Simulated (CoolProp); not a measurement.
A simple Rankine cycle with methanol: condensing at 293.15 K, boiler at 1.79 MPa, turbine inlet 474 K, turbine efficiency 0.9, pump efficiency 0.7, no recuperator. Each further row changes one setting.

The numbers come from the reference Helmholtz-energy equation of state, de Reuck 1993 in CoolProp.

```json
[
 {"case": "as stated", "thermal efficiency (%)": "25.8", "net work (kJ/kg)": "363", "heat in (kJ/kg)": "1410", "turbine exit temperature (K)": "293.1", "volume ratio over the turbine": "83.6"},
 {"case": "turbine inlet 494 K", "thermal efficiency (%)": "26.1", "net work (kJ/kg)": "…", "heat in (kJ/kg)": "1460", "turbine exit temperature (K)": "293.1", "volume ratio over the turbine": "…"},
 {"case": "condensing temperature 285.15 K", "thermal efficiency (%)": "27.2", "net work (kJ/kg)": "388", "heat in (kJ/kg)": "1430", "turbine exit temperature (K)": "285.2", "volume ratio over the turbine": "…"},
 {"case": "boiler pressure 1.25 MPa", "thermal efficiency (%)": "…", "net work (kJ/kg)": "350", "heat in (kJ/kg)": "1430", "turbine exit temperature (K)": "293.1", "volume ratio over the turbine": "57.8"},
 {"case": "turbine efficiency 0.8", "thermal efficiency (%)": "…", "net work (kJ/kg)": "322", "heat in (kJ/kg)": "1410", "turbine exit temperature (K)": "293.1", "volume ratio over the turbine": "86.9"}
]
```

Problem. Complete the blanks.

Solution. 
- turbine inlet 494 K, net work (kJ/kg): 381
- turbine inlet 494 K, volume ratio over the turbine: 80.5
- condensing temperature 285.15 K, volume ratio over the turbine: 126
- boiler pressure 1.25 MPa, thermal efficiency (%): 24.4
- turbine efficiency 0.8, thermal efficiency (%): 22.9

The expansion ends wet for: as stated; turbine inlet 494 K; condensing temperature 285.15 K; boiler pressure 1.25 MPa; turbine efficiency 0.8.
